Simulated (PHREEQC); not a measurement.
0.2 mol of Ag3PO4 (Ag3PO4) is brought to equilibrium with 1 kg of water holding 0.017 mol NaOH, with rising amounts of NaH2PO4, at 25 °C. Oxygen alone is held at its pressure in air (log pO2 = -0.68). The system is closed to CO2. Only these solids could form: Ag3PO4, Ag2O.

Equilibrium calculation in PHREEQC: ion-association model, wateq4f.dat.

| NaH2PO4 added (mol) | pH | dissolved Ag (mol/kgw) | dissolved P (mol/kgw) | Ag2O (mol) | Ag+ (mol/kgw) | H2PO4- (mol/kgw) |
|---|---|---|---|---|---|---|
| 0 | 10.84 | 3.51e-5 | 0.00787 | 0.0118 | 3.30e-5 | 1.08e-6 |
| 0.00833 | 10.90 | 3.16e-5 | 0.0117 | 0.00512 | 2.95e-5 | 1.27e-6 |
| 0.0167 | 10.03 | 5.28e-5 | 0.0167 | 0 | 5.23e-5 | 1.36e-5 |
| 0.025 | 7.27 | 0.000440 | 0.0251 | 0 | 0.000440 | 0.00785 |
| 0.0333 | 6.94 | 0.000577 | 0.0335 | 0 | 0.000577 | 0.0161 |
| 0.0417 | 6.75 | 0.000684 | 0.0419 | 0 | 0.000684 | 0.0245 |
| 0.05 | 6.61 | 0.000775 | 0.0502 | 0 | 0.000775 | 0.0327 |
| 0.0583 | 6.50 | 0.000856 | 0.0586 | 0 | 0.000856 | 0.0410 |
| 0.0667 | 6.41 | 0.000933 | 0.0670 | 0 | 0.000933 | 0.0494 |
| 0.075 | 6.34 | 0.00100 | 0.0753 | 0 | 0.00100 | 0.0576 |
| 0.0833 | 6.27 | 0.00107 | 0.0836 | 0 | 0.00107 | 0.0659 |
| 0.0917 | 6.21 | 0.00114 | 0.0921 | 0 | 0.00114 | 0.0743 |
| 0.1 | 6.16 | 0.00120 | 0.100 | 0 | 0.00120 | 0.0826 |

Ag2O from the start (pH 10.84), last present at NaH2PO4 added = 0.00833 mol.

H3PO4, which wateq4f.dat lacks, is added to it with the constant of phreeqc.dat. The database has no phosphate complexes of Ag.
